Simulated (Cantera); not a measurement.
A closed system holds: 1 mol Fe2O3, 0.25 mol Cl2, 0.021 mol O2, 2.9 mol H2O, held at 100000 Pa.

These are equilibrium values from Cantera (NASA tables, ideal gas, pure condensed phases), not measurements of a reactor. Candidate condensed phases: Fe, FeCl2, FeCl3, FeO, Fe(OH)2, Fe(OH)3, Fe2O3, Fe3O4, H2O; 22 gas species. The numbers say what is thermodynamically allowed, not how fast it happens.

At 1500 K, list the 5 most abundant gas species with their mole fractions, and the condensed phases.

H2O 0.805, HCl 0.149, O2 0.0441, Cl 0.000787, FeCl2 0.000563. Condensed: Fe2O3(s).
